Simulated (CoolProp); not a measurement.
Vapour-liquid equilibrium of n-hexane (1) + toluene (2) at 2.02 bar; x and y are mole fractions of (1).

Values from CoolProp's multi-fluid Helmholtz-energy mixture model, Thol 2019 and Lemmon 2006; pair parameters Bell 2016.

| x | bubble temperature (K) | y at the bubble point | dew temperature at overall composition x (K) | liquid density (mol/L) |
|---|---|---|---|---|
| 0.05 | 404.7 | 0.158 | 408.4 | 8.110 |
| 0.15 | 396.3 | 0.380 | 405.0 | 7.999 |
| 0.25 | 390.0 | 0.526 | 401.3 | 7.869 |
| 0.35 | 385.0 | 0.631 | 397.5 | 7.732 |
| 0.45 | 380.9 | 0.711 | 393.3 | 7.590 |
| 0.55 | 377.5 | 0.777 | 388.8 | 7.447 |
| 0.65 | 374.4 | 0.834 | 384.0 | 7.306 |
| 0.75 | 371.7 | 0.885 | 378.9 | 7.167 |
| 0.85 | 369.1 | 0.932 | 373.6 | 7.031 |
| 0.95 | 366.8 | 0.978 | 368.2 | 6.900 |

No azeotrope shows between x = 0.05 and 0.95.

Pair parameters are fitted to limited data, so mixtures are less certain than the pure fluids.
